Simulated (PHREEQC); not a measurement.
Synthetic water in mmol/kgw, 7 °C, pH 6.67:

```csv
constituent,mmol/kgw
Na,78.8
K,0.669
Ca,2.78
Mg,0.883
Cl,83.4
S(6),1.66
Alkalinity (meq/kgw),0.0172
```

Valence states are taken as typed.

Equilibrium calculation in PHREEQC: Pitzer model, pitzer.dat.

Each row changes one thing in this solution. No solid was allowed to form.

```json
[
 {"case": "as made", "HCO3- (mol/kgw)": "1.74e-5", "CO2 (mol/kgw)": "1.02e-5", "HSO4- (mol/kgw)": "8.23e-9", "CO3-2 (mol/kgw)": "6.42e-9", "MgOH+ (mol/kgw)": "5.28e-10", "MgCO3 (mol/kgw)": "4.99e-10", "SI of Gypsum (CaSO4:2H2O)": "-1.65"},
 {"case": "all concentrations times 4 at the same typed pH", "HCO3- (mol/kgw)": "6.90e-5", "CO2 (mol/kgw)": "3.25e-5", "HSO4- (mol/kgw)": "1.69e-8", "CO3-2 (mol/kgw)": "4.43e-8", "MgOH+ (mol/kgw)": "1.39e-9", "MgCO3 (mol/kgw)": "4.80e-9", "SI of Gypsum (CaSO4:2H2O)": "-0.95"},
 {"case": "pH from 6.67 to 6.17 at the same alkalinity", "HCO3- (mol/kgw)": "1.80e-5", "CO2 (mol/kgw)": "3.35e-5", "HSO4- (mol/kgw)": "2.60e-8", "CO3-2 (mol/kgw)": "2.10e-9", "MgOH+ (mol/kgw)": "1.67e-10", "MgCO3 (mol/kgw)": "?", "SI of Gypsum (CaSO4:2H2O)": "-1.65"},
 {"case": "Mg from 0.883 to 1.77 mmol/kgw", "HCO3- (mol/kgw)": "1.74e-5", "CO2 (mol/kgw)": "1.02e-5", "HSO4- (mol/kgw)": "?", "CO3-2 (mol/kgw)": "6.47e-9", "MgOH+ (mol/kgw)": "1.05e-9", "MgCO3 (mol/kgw)": "9.90e-10", "SI of Gypsum (CaSO4:2H2O)": "-1.66"},
 {"case": "Mg from 0.883 to 0.442 mmol/kgw", "HCO3- (mol/kgw)": "1.74e-5", "CO2 (mol/kgw)": "1.03e-5", "HSO4- (mol/kgw)": "8.28e-9", "CO3-2 (mol/kgw)": "6.40e-9", "MgOH+ (mol/kgw)": "2.65e-10", "MgCO3 (mol/kgw)": "?", "SI of Gypsum (CaSO4:2H2O)": "-1.65"}
]
```

### Question
Some entries are withheld; supply them.

### Answer

- pH from 6.67 to 6.17 at the same alkalinity, MgCO3 (mol/kgw): 1.63e-10
- Mg from 0.883 to 1.77 mmol/kgw, HSO4- (mol/kgw): 8.13e-9
- Mg from 0.883 to 0.442 mmol/kgw, MgCO3 (mol/kgw): 2.51e-10

Constants without temperature data keep their 25 °C values here.
